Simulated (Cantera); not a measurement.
**Hydrocarbon pyrolysis for carbon deposition**

An isothermal, constant-pressure homogeneous reactor starts with 2.63 % CH4, 97.4 % H2, at 1600 K and 0.592 atm.

Cantera simulation using GRI-Mech 3.0 (53 species, 325 reactions); the numbers are that mechanism's predictions, not measurements. GRI-Mech 3.0 stops at C3 and has no aromatics, soot or wall deposition, so with more carbon than oxygen in the feed, carbon stays in small species such as C2H2 where larger ones or solid carbon would form.

| t (s) | x CH4 | x H2 | x C2H4 | x CH3 | x CH2 | x C2H2 |
|---|---|---|---|---|---|---|
| 8.00e-5 | 0.0263 | 0.974 | 4.40e-10 | 3.07e-6 | 1.59e-11 | <1e-12 |
| 0.000253 | 0.0263 | 0.974 | 1.53e-8 | 9.47e-6 | 1.54e-10 | 1.03e-10 |
| 0.000800 | 0.0263 | 0.974 | 6.03e-7 | 2.49e-5 | 1.07e-9 | 2.46e-8 |
| 0.00253 | 0.0263 | 0.974 | 8.02e-6 | 3.61e-5 | 2.25e-9 | 2.19e-6 |
| 0.00800 | 0.0262 | 0.974 | 2.03e-5 | 3.64e-5 | 2.30e-9 | 2.85e-5 |
| 0.0253 | 0.0259 | 0.974 | 2.89e-5 | 3.61e-5 | 2.28e-9 | 0.000140 |
| 0.0800 | 0.0252 | 0.974 | 4.96e-5 | 3.51e-5 | 2.22e-9 | 0.000482 |
| 0.253 | 0.0232 | 0.975 | 0.000106 | 3.25e-5 | 2.07e-9 | 0.00141 |
| 0.800 | 0.0190 | 0.977 | 0.000224 | 2.69e-5 | 1.74e-9 | 0.00334 |
| 2.53 | 0.0146 | 0.980 | 0.000348 | 2.11e-5 | 1.40e-9 | 0.00534 |
| 8.00 | 0.0137 | 0.980 | 0.000375 | 1.98e-5 | 1.32e-9 | 0.00578 |
x: mole fraction; the columns are a selection and need not sum to one.

Equilibrium at this temperature and pressure: CH4 0.0137, H2 0.980, C2H4 0.000376, CH3 1.98e-5, CH2 1.32e-9, C2H2 0.00578 (gas phase only).
